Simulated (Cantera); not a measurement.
An adiabatic, constant-pressure homogeneous reactor starts with CO : H₂ : O₂ : N₂ : H₂O = 1 : 0.16 : 0.322 : 1.21 : 0.67 (molar parts), equivalence ratio 1.8, at 1173 K and 1000000 Pa.

Model: GRI-Mech 3.0 (53 species, 325 reactions), integrated in Cantera. The hydrogen kinetics of GRI-Mech 3.0 are dated; newer H2 mechanisms differ, most at raised pressure.

Task: Predict: time of steepest temperature rise; temperature at 0.200 s; equilibrium temperature; x(CO) at 0.200 s; x(H₂) at 0.200 s; x(O₂) at 0.200 s; x(NO₂) at 0.200 s; x(N₂O) at 0.200 s; x(O) at 0.200 s; x(CO₂) at 0.200 s.

Result: 
```json
{
  "time_of_steepest_temperature_rise": "0.243 ms",
  "temperature at 0.200 s": "2496 K",
  "equilibrium_temperature": "2496 K",
  "x(CO) at 0.200 s": "0.141 (gas-phase equilibrium 0.141)",
  "x(H₂) at 0.200 s": "0.0295 (gas-phase equilibrium 0.0295)",
  "x(O₂) at 0.200 s": "0.000231 (gas-phase equilibrium 0.000231)",
  "x(NO₂) at 0.200 s": "5.04e-8 (gas-phase equilibrium 5.04e-8)",
  "x(N₂O) at 0.200 s": "6.72e-8 (gas-phase equilibrium 6.72e-8)",
  "x(O) at 0.200 s": "6.88e-5 (gas-phase equilibrium 6.88e-5)",
  "x(CO₂) at 0.200 s": "0.187 (gas-phase equilibrium 0.187)"
}
```
